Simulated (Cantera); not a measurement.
What does this Cantera script print?

```python
import numpy as np
import cantera as ct

gas = ct.Solution("gri30.yaml")


def delay(T, t_max=10):
    gas.TPX = T, 40000, {'CH4': 1, 'CO': 1.1, 'O2': 3.23, 'N2': 12.1}
    reactor = ct.IdealGasConstPressureReactor(gas, clone=False)
    net = ct.ReactorNet([reactor])
    net.rtol, net.atol = 1e-8, 1e-16
    while net.time < t_max:
        t_old, T_old = net.time, reactor.T
        net.step()
        if reactor.T > T + 400:  # ignition: a rise of 400 K
            return t_old + (T + 400 - T_old) / (reactor.T - T_old) * (net.time - t_old)
    return np.nan


taus = []
for T in [1073, 1173, 1273, 1373, 1473, 1573, 1673, 1773, 1873]:
    taus.append(delay(T))
    print(f"T0 = {T:6g} K   tau = {taus[-1]:.4e} s")
```

Output:

```
T0 =   1073 K   tau = 8.1257e-01 s
T0 =   1173 K   tau = 1.3747e-01 s
T0 =   1273 K   tau = 2.8770e-02 s
T0 =   1373 K   tau = 7.6022e-03 s
T0 =   1473 K   tau = 2.6001e-03 s
T0 =   1573 K   tau = 1.1076e-03 s
T0 =   1673 K   tau = 5.4526e-04 s
T0 =   1773 K   tau = 2.9530e-04 s
T0 =   1873 K   tau = 1.7181e-04 s
```

Cantera simulation using GRI-Mech 3.0 (53 species, 325 reactions); the numbers are that mechanism's predictions, not measurements.
